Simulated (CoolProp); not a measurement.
n-dodecane along the isobar 0.225 MPa: fugacity coefficient from the reference equation and from simpler models built on Tc = 658.1 K, pc = 1.818 MPa, ω = 0.574; each cubic takes its own stable root.

The numbers come from the reference Helmholtz-energy equation of state, Lemmon 2004 in CoolProp. It is a short technical equation, of lower accuracy than the large ones.

| T (K) | phase | reference | van der Waals | Redlich-Kwong | Soave-Redlich-Kwong | Peng-Robinson |
|---|---|---|---|---|---|---|
| 485 | liquid | 0.3828 | 0.9249 | 0.9017 | 0.3919 | 0.3930 |
| 499.2 | liquid | 0.5240 | 0.9297 | 0.9092 | 0.5395 | 0.5381 |
| 513.3 | liquid | 0.6979 | 0.9341 | 0.9159 | 0.7221 | 0.7172 |
| 527.5 | gas | 0.8872 | 0.9381 | 0.9220 | 0.9071 | 0.9021 |
| 541.6 | gas | 0.8978 | 0.9418 | 0.9275 | 0.9150 | 0.9101 |
| 555.8 | gas | 0.9072 | 0.9452 | 0.9325 | 0.9222 | 0.9173 |
| 569.9 | gas | 0.9154 | 0.9483 | 0.9370 | 0.9287 | 0.9238 |
| 584.1 | gas | 0.9228 | 0.9513 | 0.9412 | 0.9347 | 0.9298 |
| 598.2 | gas | 0.9293 | 0.9539 | 0.9451 | 0.9400 | 0.9352 |

At some of these states van der Waals, Redlich-Kwong gives the other phase, because its saturation line lies elsewhere.
